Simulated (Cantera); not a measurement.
## Pyrogenic steam for wet oxidation

An isothermal, constant-pressure homogeneous reactor starts with H₂ : O₂ : N₂ = 1.8 : 1 : 1.6 (molar parts), at 1300 K and 34000 Pa.

Model: the H2/O2 subset of GRI-Mech 3.0, which has no nitrogen chemistry, integrated in Cantera. The temperature is held fixed by assumption; the heat of reaction is taken as removed at once.

| t (s) | x H₂ | x O₂ | x H₂O₂ | x HO₂ | x H |
|---|---|---|---|---|---|
| 6.00e-5 | 0.114 | 0.102 | 4.29e-6 | 4.43e-5 | 0.149 |
| 0.000413 | 0.0111 | 0.0335 | 4.73e-6 | 2.32e-5 | 0.00437 |
| 0.00284 | 0.000408 | 0.0286 | 7.14e-7 | 4.52e-6 | 2.41e-5 |
| 0.0195 | 1.27e-5 | 0.0286 | 5.71e-8 | 2.00e-7 | 1.66e-7 |
| 0.134 | 1.12e-6 | 0.0286 | 7.02e-9 | 2.27e-8 | 5.06e-9 |
| 0.923 | 4.59e-7 | 0.0286 | 2.81e-9 | 1.46e-8 | 1.31e-9 |
| 6.34 | 4.56e-7 | 0.0286 | 2.78e-9 | 1.45e-8 | 1.29e-9 |
| 43.6 | 4.56e-7 | 0.0286 | 2.78e-9 | 1.45e-8 | 1.29e-9 |
| 300 | 4.56e-7 | 0.0286 | 2.78e-9 | 1.45e-8 | 1.29e-9 |
x: mole fraction; the columns are a selection and need not sum to one.

Equilibrium at this temperature and pressure: H₂ 4.56e-7, O₂ 0.0286, H₂O₂ 2.78e-9, HO₂ 1.45e-8, H 1.29e-9 (gas phase only).
